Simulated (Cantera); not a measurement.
Standard-state values (1 bar) from the NASA 1993 polynomials, evaluated with Cantera. Values are per mole of reaction as written; species without (g) are pure solids or liquids, kept so even where they would boil at 1 bar.

a) 2 Ti + O₂(g) ⇌ 2 TiO(g)
b) 1.143 Ti + O₂(g) ⇌ 0.2857 Ti₄O₇
c) 2 Pb + O₂(g) ⇌ 2 PbO(g)
d) 0.8 V + O₂(g) ⇌ 0.4 V₂O₅

Problem. Order these by ΔG° at 2200 K, most negative first.

Solution. b (-598 kJ), d (-296 kJ), a (-273 kJ), c (-106 kJ)
